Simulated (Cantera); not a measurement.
An isothermal, constant-pressure homogeneous reactor starts with N2O : H2O = 1 : 0.0053 (molar parts), at 1200 K and 0.210 bar. Integrator tolerance rtol = 1e-08.

Cantera simulation using GRI-Mech 3.0 (53 species, 325 reactions); the numbers are that mechanism's predictions, not measurements. GRI-Mech 3.0 was tuned for natural gas; its chemistry of N2O as a main component is partial and can be far from experiment. The mechanism lacks the step 2 NO + O2 → 2 NO2, which can matter for NO2 below about 1400 K. The temperature is held fixed by assumption; the heat of reaction is taken as removed at once.

Q: What does this change do: temperature 1200 to 1275 K?

A: 
```
quantity                                           before                                    after
----------------  ---------------------------------------  ---------------------------------------
x(N2O) at 2.00 s    0.688 (gas-phase equilibrium 6.69e-9)    0.289 (gas-phase equilibrium 1.10e-8)
x(H2O) at 2.00 s  0.00473 (gas-phase equilibrium 0.00352)  0.00402 (gas-phase equilibrium 0.00352)
x(NO) at 2.00 s   0.0196 (gas-phase equilibrium 0.000227)  0.0585 (gas-phase equilibrium 0.000389)
x(O) at 2.00 s    1.66e-6 (gas-phase equilibrium 3.17e-8)  4.45e-6 (gas-phase equilibrium 1.41e-7)
x(HO2) at 2.00 s  5.56e-8 (gas-phase equilibrium 2.40e-9)  3.14e-8 (gas-phase equilibrium 5.27e-9)
```
